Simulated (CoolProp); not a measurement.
R407C at several states: fugacity coefficient from the reference equation and from simpler models built on Tc = 359.3 K, pc = 4.632 MPa, ω = 0.363; each cubic takes its own stable root.

Computed with CoolProp (reference Helmholtz-energy equation of state, Lemmon 2003). It is a pseudo-pure fit of the blend.

```
T (K)  p (MPa)          phase  reference  Soave-Redlich-Kwong  Peng-Robinson
-----  -------  -------------  ---------  -------------------  -------------
441.5    0.132            gas     0.9951               0.9956         0.9948
496.2    0.048            gas     0.9989               0.9991         0.9988
352.3     6.53         liquid        ___               0.4719         0.4516
392.5     25.3  supercritical     0.3240                  ___         0.3395
244         14         liquid    0.01752                  ___        0.01517
```

### Question
Some entries are withheld; supply them.

### Answer

- 352.3, reference: 0.4470
- 392.5, Soave-Redlich-Kwong: 0.3770
- 244, Soave-Redlich-Kwong: 0.01600
